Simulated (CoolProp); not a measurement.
Vapour-liquid equilibrium of propane (1) + n-perfluorobutane (2) at 51.25 °C; x and y are mole fractions of (1).

The numbers come from the multi-fluid Helmholtz-energy mixture model, Lemmon 2009 and Gao 2022; pair parameters Bell 2016 in CoolProp.

```csv
x,"bubble pressure, mixture model (kPa)","bubble pressure, Raoult's law (kPa)","y, mixture model","y, Raoult's law"
0.05,717.1,633.6,0.200,0.139
0.15,968.9,752.2,0.422,0.351
0.25,1172,870.8,0.540,0.505
0.35,1330,989.4,0.615,0.623
0.45,1455,1108,0.670,0.715
0.55,1555,1227,0.717,0.789
0.65,1637,1345,0.763,0.851
0.75,1703,1464,0.812,0.902
0.85,1750,1582,0.872,0.946
0.95,1768,1701,0.950,0.983
```

The largest gap from Raoult's law is +34.6 % in bubble pressure, at x = 0.25. y crosses x between x = 0.85 and 0.95: the model has an azeotrope there.

Pair parameters are fitted to limited data, so mixtures are less certain than the pure fluids.
